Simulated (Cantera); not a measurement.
Si2H6 + N2O (silicon oxide and oxynitride deposition)

A closed system holds: 1 mol Si2H6, a varied amount of N2O, equilibrated at 648.15 K and 1330 Pa.

Method: chemical equilibrium by Gibbs-energy minimisation in Cantera with the NASA 1993 tables (ideal gas, pure condensed phases). Candidate condensed phases: H2O, Si, SiO2, Si2N2O, Si3N4; 35 gas species. The feed counts by its element totals alone. Kinetics and transport are ignored.

```csv
n(N2O) (mol),x N2,x H2O,x O2,x H2,x NH3,n SiO2(α-quartz)
5.7,0.655,0.195,<1e-12,0.149,1.20e-5,2.00
7.1,0.700,0.296,0.00493,<1e-12,<1e-12,2.00
9,0.692,0.231,0.0769,<1e-12,<1e-12,2.00
11,0.688,0.188,0.125,<1e-12,<1e-12,2.00
14,0.683,0.146,0.171,<1e-12,<1e-12,2.00
18,0.679,0.113,0.208,<1e-12,<1e-12,2.00
22,0.677,0.0923,0.231,<1e-12,<1e-12,2.00
28,0.675,0.0723,0.253,<1e-12,<1e-12,2.00
35,0.673,0.0577,0.269,<1e-12,<1e-12,2.00
45,0.672,0.0448,0.284,<1e-12,<1e-12,2.00
```
x: gas mole fraction; n: condensed amount in mol.

From 5.7 mol N2O to 45 mol N2O the condensed part is SiO2(α-quartz).
